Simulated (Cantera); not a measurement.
Feed: 1 mol Al2O3, 1200 mol H2, 0.46 mol N2, equilibrated at 10.0 mbar.

Equilibrium computed with Cantera from the NASA thermochemical tables; the gas is ideal and each condensed phase is pure. Candidate condensed phases: Al, AlN, Al2O3, H2O; 35 gas species. Mutual solubility and eutectic melting of coexisting phases are not modelled. The tables' values for AlOH are old estimates; treat these amounts as uncertain. Condensed phases not in the tables: aluminium oxynitride. The numbers say what is thermodynamically allowed, not how fast it happens.

log p: log10 of the partial pressure in bar; n: condensed amount in mol.

```json
[
 {"T (K)": "1325", "log p H2": "-2.00", "log p H": "-6.79", "log p H2O": "-8.85", "log p N2": "-5.42", "log p Al": "[?]", "n AlN(s)": "0.000108", "n Al2O3(s)": "1.000"},
 {"T (K)": "1425", "log p H2": "-2.00", "log p H": "-6.17", "log p H2O": "-8.51", "log p N2": "-5.42", "log p Al": "[?]", "n AlN(s)": "0", "n Al2O3(s)": "1.000"},
 {"T (K)": "1525", "log p H2": "-2.00", "log p H": "-5.63", "log p H2O": "-7.77", "log p N2": "-5.42", "log p Al": "[?]", "n AlN(s)": "0", "n Al2O3(s)": "0.999"},
 {"T (K)": "1625", "log p H2": "-2.00", "log p H": "-5.15", "log p H2O": "-7.12", "log p N2": "-5.42", "log p Al": "[?]", "n AlN(s)": "0", "n Al2O3(s)": "0.997"},
 {"T (K)": "1725", "log p H2": "-2.00", "log p H": "-4.73", "log p H2O": "-6.54", "log p N2": "-5.42", "log p Al": "[?]", "n AlN(s)": "0", "n Al2O3(s)": "0.987"},
 {"T (K)": "1825", "log p H2": "-2.00", "log p H": "-4.36", "log p H2O": "-6.02", "log p N2": "-5.42", "log p Al": "[?]", "n AlN(s)": "0", "n Al2O3(s)": "0.958"},
 {"T (K)": "1925", "log p H2": "-2.00", "log p H": "-4.02", "log p H2O": "-5.56", "log p N2": "-5.42", "log p Al": "[?]", "n AlN(s)": "0", "n Al2O3(s)": "0.876"},
 {"T (K)": "2025", "log p H2": "-2.01", "log p H": "-3.72", "log p H2O": "-5.15", "log p N2": "-5.42", "log p Al": "[?]", "n AlN(s)": "0", "n Al2O3(s)": "0.670"}
]
```

Task: What belongs in the gaps?

Result: 
- 1325, log p Al: -10.44
- 1425, log p Al: -8.78
- 1525, log p Al: -8.03
- 1625, log p Al: -7.37
- 1725, log p Al: -6.80
- 1825, log p Al: -6.30
- 1925, log p Al: -5.85
- 2025, log p Al: -5.45
